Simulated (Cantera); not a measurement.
An isothermal, constant-pressure homogeneous reactor starts with CH4 : H2O : H2 : N2 = 1 : 1.2 : 0.67 : 0.012 (molar parts), at 1525 K and 3750 Torr.

Detailed kinetics in Cantera: GRI-Mech 3.0 (53 species, 325 reactions).

Predict: x(CH4) at 6.00 s; x(H2O) at 6.00 s; x(H2) at 6.00 s; x(C2H6) at 6.00 s.


| Property | Value |
|---|---|
| x(CH4) at 6.00 s | 0.140 (gas-phase equilibrium 0.000185) |
| x(H2O) at 6.00 s | 0.223 (gas-phase equilibrium 0.0375) |
| x(H2) at 6.00 s | 0.521 (gas-phase equilibrium 0.755) |
| x(C2H6) at 6.00 s | 0.000140 (gas-phase equilibrium 1.70e-10) |
